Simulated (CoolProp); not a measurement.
Vapour pressure (MPa) of octamethyltrisiloxane (MDM): the reference equation beside estimates from Tc = 565.4 K, pc = 1.438 MPa, ω = 0.528.

The numbers come from the reference Helmholtz-energy equation of state, Thol 2017 in CoolProp.

```csv
T (K),reference,van der Waals,Redlich-Kwong
421.2,0.09010,0.3931,0.2082
433.1,0.1227,0.4496,0.2576
445,0.1637,0.5110,0.3146
456.8,0.2140,0.5769,0.3792
468.7,0.2758,0.6485,0.4531
480.6,0.3504,0.7255,0.5362
492.4,0.4385,0.8072,0.6283
504.3,0.5434,0.8952,0.7313
516.2,0.6665,0.9888,0.8450
```

Absolute difference from the reference over all 9 rows, mean and median: van der Waals 158.2 and 135.1 %, Redlich-Kwong 70.3 and 64.3 %.
